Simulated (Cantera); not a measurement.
Feed: 1 mol FeS, a varied amount of H2, 2.6 mol H2O, at 1477 °C and 0.0100 bar.

Method: chemical equilibrium by Gibbs-energy minimisation in Cantera with the NASA 1993 tables (ideal gas, pure condensed phases). Candidate condensed phases: Fe, FeO, Fe(OH)2, Fe(OH)3, FeS, FeSO4, FeS2, Fe2O3, Fe2(SO4)3, Fe3O4, H2O, H2SO4, S; 22 gas species. Kinetics and transport are ignored.

x: gas mole fraction; n: condensed amount in mol.

```tsv
n(H2) (mol)	x H2	x H2O	x H	x H2S	x Fe	x SH	n Fe(δ)
270	0.983	0.00950	0.00231	0.00226	0.00139	0.000670	0.619
630	0.991	…	0.00231	…	0.00139	…	…
990	0.993	0.00261	0.00232	0.000707	0.00101	0.000209	0
1300	0.994	0.00199	0.00232	0.000547	0.000766	0.000161	0
1700	0.995	0.00152	0.00232	0.000423	0.000586	0.000125	0
2100	0.996	…	0.00232	…	…	…	0
2400	0.996	0.00108	0.00232	0.000303	0.000416	8.95e-5	0
2800	0.996	0.000926	0.00232	0.000261	0.000356	7.70e-5	0
```

Task: Complete the blanks.

Result: 
- 630, x H2O: 0.00410
- 630, x H2S: 0.00107
- 630, x SH: 0.000318
- 630, n Fe(δ): 0.116
- 2100, x H2O: 0.00123
- 2100, x H2S: 0.000345
- 2100, x Fe: 0.000475
- 2100, x SH: 0.000102
